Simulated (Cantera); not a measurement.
What does this Cantera script print?

```python
import numpy as np
import cantera as ct

gas_names = """
    H H2 Hg N NH NH2 NH3 N2 N2H2 N2H4
""".split()
cond_names = """
    Hg(cr) Hg(L)
""".split()


def load(file, names, dense=False):
    # The tables refer to 1 bar. Condensed volumes are neglected.
    table = {s.name: s for s in ct.Species.list_from_file(file)}
    out = []
    for n in names:
        d = dict(table[n].input_data)
        d["thermo"] = dict(d["thermo"], **{"reference-pressure": 1e5})
        if dense:
            d["equation-of-state"] = {"model": "constant-volume", "density": "1e6 g/cm^3"}
        out.append(ct.Species.from_dict(d))
    return out


gas = ct.Solution(thermo="ideal-gas", species=load("nasa_gas.yaml", gas_names))
cond = {s.name: ct.Solution(thermo="fixed-stoichiometry", species=[s], name=s.name)
        for s in load("nasa_condensed.yaml", cond_names, dense=True)}
atoms = {
    'Hg': {'Hg': 1},
    'H2': {'H': 2},
    'N2': {'N': 2},
}
top_T = {}  # K; cautious upper limits of use, not melting points


def equilibrate(T, P, feed):
    n = {}
    for name, mol in feed.items():
        for a, k in atoms[name].items():
            n[a] = n.get(a, 0.0) + k * mol
    gas.TPX = T, P, n
    mass = sum(n.values()) * gas.mean_molecular_weight
    gas.equilibrate("TP")
    valid = [c for c in cond.values() if c.min_temp <= T <= top_T.get(c.name, c.max_temp)]
    mix = ct.Mixture([(gas, mass / gas.mean_molecular_weight)] + [(c, 0.0) for c in valid])
    mix.T, mix.P = T, P
    mix.equilibrate("TP", solver="vcs", rtol=1e-11, max_steps=5000)
    return mix


results = []
feed = {'Hg': 1, 'H2': 0.19, 'N2': 4.7}  # mol
T = 925  # K
P = 100000  # Pa
mix = equilibrate(T, P, feed)
results.append((T, P, feed, dict(zip(mix.species_names, mix.species_moles))))
x = sorted(zip(gas.X, gas.species_names), reverse=True)
print(f"T = {T:g} K  P = {P:g} Pa  gas = {mix.phase_moles(0):.4g} mol")
print("   x: " + "  ".join(f"{s} {v:.3e}" for v, s in x if v > 0.001))
print("   condensed (mol): " + ("  ".join(f"{mix.phase(i).name} {mix.phase_moles(i):.4g}"
      for i in range(1, mix.n_phases) if mix.phase_moles(i) > 1e-12) or "none"))
```

Output:

```
T = 925 K  P = 100000 Pa  gas = 5.89 mol
   x: N2 7.980e-01  Hg 1.698e-01  H2 3.225e-02
   condensed (mol): none
```

Method: chemical equilibrium by Gibbs-energy minimisation in Cantera with the NASA 1993 tables (ideal gas, pure condensed phases).
